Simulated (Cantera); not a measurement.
A perfectly stirred reactor is fed with 0.538 % CO, 3.27 % O2, 0.0577 % H2O, 96.1 % N2, at 578 Torr; it is held at 1100 K, and followed from long to short residence time.

Computed with Cantera and GRI-Mech 3.0 (53 species, 325 reactions).

Q: Predict: x(CO) at τ = 0.410 s; x(O2) at τ = 0.410 s; x(H2O) at τ = 0.410 s; x(N2O) at τ = 0.410 s; x(NO2) at τ = 0.410 s; x(CO) at τ = 4.80 ms; x(O2) at τ = 4.80 ms; x(H2O) at τ = 4.80 ms; x(N2O) at τ = 4.80 ms.

A: 
| Property | Result |
|---|---|
| x(CO) at τ = 0.410 s | 0.00132 |
| x(O2) at τ = 0.410 s | 0.0307 |
| x(H2O) at τ = 0.410 s | 0.000574 |
| x(N2O) at τ = 0.410 s | 7.07e-7 |
| x(NO2) at τ = 0.410 s | 1.93e-9 |
| x(CO) at τ = 4.80 ms | 0.00528 |
| x(O2) at τ = 4.80 ms | 0.0326 |
| x(H2O) at τ = 4.80 ms | 0.000574 |
| x(N2O) at τ = 4.80 ms | 1.86e-8 |
